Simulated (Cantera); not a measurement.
Mixture: CO : H2 : O2 : N2 = 1 : 0.73 : 0.865 : 3.25 (molar parts), equivalence ratio 1.0, at 510 Torr, adiabatic and at constant pressure. Ignition delay is the time to a rise of 400 K.

Computed with Cantera and GRI-Mech 3.0 (53 species, 325 reactions). Where the delays flatten at high temperature, the 400 K rule measures the pace of heat release, not the induction time.

Question: What does this change do: O2 0.865 to 0.68 parts?

Answer: 
```
quantity           before     after
---------------  --------  --------
delay at 1173 K  0.105 ms  0.121 ms
delay at 1273 K   73.2 µs   84.2 µs
delay at 1373 K   58.5 µs   67.7 µs
delay at 1473 K   52.3 µs   61.3 µs
delay at 1573 K   51.5 µs   61.3 µs
delay at 1673 K   54.4 µs   65.6 µs
```

Question: What does this change do: constant volume in place of constant pressure?

Answer: 
```
quantity           before    after
---------------  --------  -------
delay at 1173 K  0.105 ms  96.1 µs
delay at 1273 K   73.2 µs  63.7 µs
delay at 1373 K   58.5 µs  48.1 µs
delay at 1473 K   52.3 µs  40.5 µs
delay at 1573 K   51.5 µs  37.3 µs
delay at 1673 K   54.4 µs  37.3 µs
```
